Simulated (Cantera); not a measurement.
What does this Cantera script print?

```python
import numpy as np
import cantera as ct

gas_names = [...]  # 109 gases of nasa_gas.yaml made of C, Cl, H, Si
cond_names = """
    C(gr) C6H6(L) C7H8(L) C8H18(L),n-octa Si(cr) Si(L) SiC(b)
""".split()


# ... load() reads the species with a 1 bar reference pressure and builds the phases ...
atoms = {
    'SiHCl3': {'Si': 1, 'H': 1, 'CL': 3},
    'C2H2': {'C': 2, 'H': 2},
    'H2': {'H': 2},
}
top_T = {'C(gr)': 4500, 'SiC(b)': 3050}  # K; cautious upper limits of use, not melting points


# ... equilibrate(T, P, feed) seeds the gas with the atoms and calls Mixture.equilibrate('TP', solver="gibbs", rtol=1e-10, max_steps=50000) ...
results = []
T = 2173.15  # K
P = 13332.2  # Pa
for m in [3.5, 8.6, 21, 51, 130, 310, 750]:
    feed = {'SiHCl3': 1, 'C2H2': 0.097, 'H2': m}  # mol
    mix = equilibrate(T, P, feed)
    results.append((T, P, feed, dict(zip(mix.species_names, mix.species_moles))))

top = {s: max(r[3][s] / sum(r[3][g] for g in gas_names) for r in results) for s in gas_names}
cols = sorted((s for s in top if top[s] > 0.0001), key=lambda s: -top[s])[:8]
seen = [c for c in cond_names if any(r[3].get(c, 0) > 1e-12 for r in results)]
print("log10 of partial pressures in bar; condensed amounts in mol")
print(f"{'n(H2)':>10s}" + "".join(f"{s[:9]:>10s}" for s in cols + seen))
for T, P, feed, n in results:
    ng = sum(n[g] for g in gas_names)
    print(f"{feed['H2']:10.4g}" + "".join(f"{np.log10(max(n[s] / ng * P / 1e5, 1e-99)):10.3f}" for s in cols)
          + "".join(f"{n.get(c, 0):10.4g}" for c in seen))
```

Output:

```
log10 of partial pressures in bar; condensed amounts in mol
     n(H2)        H2       HCL     SiCL2         H        CL      SiCL        Si     SiCL3     Si(L)    SiC(b)
       3.5    -1.099    -1.483    -1.740    -2.866    -3.387    -3.512    -3.717    -3.555         0    0.1932
       8.6    -0.989    -1.692    -2.097    -2.811    -3.650    -3.605    -3.548    -4.175    0.1016    0.1923
        21    -0.933    -1.922    -2.613    -2.783    -3.908    -3.863    -3.548    -4.949    0.2869    0.1903
        51    -0.905    -2.212    -3.222    -2.769    -4.213    -4.168    -3.548    -5.864    0.3834    0.1853
       130    -0.892    -2.566    -3.943    -2.762    -4.573    -4.529    -3.548    -6.945     0.278    0.1723
       310    -0.886    -2.917    -4.734    -2.759    -4.927    -4.965    -3.631    -8.089         0     0.142
       750    -0.883    -3.287    -5.759    -2.758    -5.298    -5.619    -3.914    -9.485         0         0
```

Method: chemical equilibrium by Gibbs-energy minimisation in Cantera with the NASA 1993 tables (ideal gas, pure condensed phases). Mutual solubility and eutectic melting of coexisting phases are not modelled. The tables' values for SiCl, SiCl3 are old estimates; treat these amounts as uncertain. Gases not in the tables: Si2H6 and higher silanes.
